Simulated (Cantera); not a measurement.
Input: 1 mol CF4, 0.39 mol HCl, 0.3 mol H2, at 1952 °C and 8.25 Torr.

Equilibrium computed with Cantera from the NASA thermochemical tables; the gas is ideal and each condensed phase is pure. Candidate condensed phases: C, C6H6, C7H8, C8H18; 118 gas species. Gases not in the tables: C2F6 and larger saturated fluorocarbons. Kinetics and transport are ignored.

Base state: HF 0.366, CF2 0.207, Cl 0.144, F 0.139, CF4 0.134, CF3 0.00779, CF 0.00174, HCl 0.000489 (mole fractions); condensed: C(graphite).

Question: What changes in the equilibrium state with this change: CF4 replaced by c-C4F8?

Answer: 
| species | before | after |
|---|---|---|
| CF2 | 0.207 | 0.271 |
| HF | 0.366 | 0.234 |
| CF4 | 0.134 | 0.230 |
| Cl | 0.144 | 0.0919 |
| CF3 | 0.00779 | 0.0117 |
| F | 0.139 | 0.159 |
| HCl | 0.000489 | 0.000175 |
| Cl2 | 8.85e-5 | 3.62e-5 |
| C(graphite), mol | 0.0527 | 1.82 |
The feed counts by its element totals alone.

Question: What changes in the equilibrium state with this change: HCl from 0.39 to 0.023 mol?

Answer: 
| species | before | after |
|---|---|---|
| HF | 0.366 | 0.311 |
| CF4 | 0.134 | 0.251 |
| CF2 | 0.207 | 0.236 |
| Cl | 0.144 | 0.0114 |
| CF3 | 0.00779 | 0.0114 |
| F | 0.139 | 0.177 |
| Cl2 | 8.85e-5 | 5.63e-7 |
| HCl | 0.000489 | 2.59e-5 |
| ClF | 0.000149 | 1.52e-5 |
| C(graphite), mol | 0.0527 | 0 |
